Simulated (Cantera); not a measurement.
A perfectly stirred reactor is fed with NH₃ : N₂ = 1 : 2.7 (molar parts), at 0.230 bar; it is held at 1600 K, and followed from long to short residence time.

Model: the gas-phase N/H chemistry of the illustrative SiF4/NH3 mechanism in the Surface Chemkin manual (1991), integrated in Cantera. Walls and surfaces, which speed up NH3 decomposition in real reactors, are not modelled.

Question: Predict: x(NH₃) at τ = 2.10 s; x(NH) at τ = 2.10 s; x(N₂H₂) at τ = 2.10 s; x(N₂H₄) at τ = 2.10 s; x(H₂) at τ = 2.10 s; x(NH₃) at τ = 0.100 s; x(NH) at τ = 0.100 s; x(N₂H₂) at τ = 0.100 s; x(N₂H₄) at τ = 0.100 s; x(H₂) at τ = 0.100 s.

Answer: 
| Quantity | Value |
|---|---|
| x(NH₃) at τ = 2.10 s | 0.239 |
| x(NH) at τ = 2.10 s | 4.02e-7 |
| x(N₂H₂) at τ = 2.10 s | 2.42e-7 |
| x(N₂H₄) at τ = 2.10 s | 2.50e-8 |
| x(H₂) at τ = 2.10 s | 0.0367 |
| x(NH₃) at τ = 0.100 s | 0.269 |
| x(NH) at τ = 0.100 s | 2.43e-7 |
| x(N₂H₂) at τ = 0.100 s | 2.67e-7 |
| x(N₂H₄) at τ = 0.100 s | 3.29e-8 |
| x(H₂) at τ = 0.100 s | 0.00189 |
